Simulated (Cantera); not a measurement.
Feed: 1 mol V2O3, a varied amount of H2, 0.14 mol H2O, equilibrated at 10.0 Torr.

Method: chemical equilibrium by Gibbs-energy minimisation in Cantera with the NASA 1993 tables (ideal gas, pure condensed phases). Candidate condensed phases: H2O, V, VO, V2O3, V2O4, V2O5; 12 gas species. Mutual solubility and eutectic melting of coexisting phases are not modelled. VO: taken at fixed stoichiometry. Condensed phases not in the tables: the oxides between V2O3 and V2O5 other than VO2. Rates play no part.

Task: What condenses at these points (T in K, n(H2) in mol): (1898, 58); (2048, 15); (1798, 120); (2198, 630); (2198, 230); (2198, 58)?

Result: 
| T (K) | n(H2) in mol | condensed phases | V condensed (%) |
|---|---|---|---|
| 1898 | 58 | VO | 99.4 |
| 2048 | 15 | VO + V2O3 | 98.2 |
| 1798 | 120 | VO | 99.9 |
| 2198 | 630 | gas only | 0.0 |
| 2198 | 230 | VO | 60.0 |
| 2198 | 58 | VO | 81.9 |
